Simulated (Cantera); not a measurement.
An adiabatic, constant-pressure homogeneous reactor starts with H₂ : O₂ : N₂ = 1 : 0.847 : 9.32 (molar parts), at 1775 K and 18.0 bar. Integrator tolerance rtol = 1e-08.

Computed with Cantera and GRI-Mech 3.0 (53 species, 325 reactions). The hydrogen kinetics of GRI-Mech 3.0 are dated; newer H2 mechanisms differ, most at raised pressure. The pressure lies above the range GRI-Mech 3.0 was tuned for (to about 10 atm).

**Question.** What does this change do: constant volume in place of constant pressure?

**Answer.** 
```csv
quantity,before,after
time of steepest temperature rise,0.882 µs,0.876 µs
temperature at 3.00 s,2366 K,2493 K
equilibrium temperature,2366 K,2493 K
x(H₂) at 3.00 s,0.000388 (gas-phase equilibrium 0.000388),0.000648 (gas-phase equilibrium 0.000648)
x(O₂) at 3.00 s,0.0284 (gas-phase equilibrium 0.0284),0.0273 (gas-phase equilibrium 0.0273)
x(H₂O₂) at 3.00 s,3.42e-7 (gas-phase equilibrium 3.42e-7),5.14e-7 (gas-phase equilibrium 5.14e-7)
x(H₂O) at 3.00 s,0.0919 (gas-phase equilibrium 0.0919),0.0911 (gas-phase equilibrium 0.0911)
x(H) at 3.00 s,6.33e-5 (gas-phase equilibrium 6.33e-5),0.000127 (gas-phase equilibrium 0.000127)
x(NO) at 3.00 s,0.00696 (gas-phase equilibrium 0.00696),0.00863 (gas-phase equilibrium 0.00863)
```

**Question.** What does this change do: pressure from 18.0 bar to 2.10 bar?

**Answer.** 
| quantity | before | after |
|---|---|---|
| time of steepest temperature rise | 0.882 µs | 7.15 µs |
| temperature at 3.00 s | 2366 K | 2351 K |
| equilibrium temperature | 2366 K | 2351 K |
| x(H₂) at 3.00 s | 0.000388 (gas-phase equilibrium 0.000388) | 0.00103 (gas-phase equilibrium 0.00103) |
| x(O₂) at 3.00 s | 0.0284 (gas-phase equilibrium 0.0284) | 0.0282 (gas-phase equilibrium 0.0282) |
| x(H₂O₂) at 3.00 s | 3.42e-7 (gas-phase equilibrium 3.42e-7) | 1.10e-7 (gas-phase equilibrium 1.10e-7) |
| x(H₂O) at 3.00 s | 0.0919 (gas-phase equilibrium 0.0919) | 0.0903 (gas-phase equilibrium 0.0903) |
| x(H) at 3.00 s | 6.33e-5 (gas-phase equilibrium 6.33e-5) | 0.000279 (gas-phase equilibrium 0.000279) |
| x(NO) at 3.00 s | 0.00696 (gas-phase equilibrium 0.00696) | 0.00672 (gas-phase equilibrium 0.00672) |
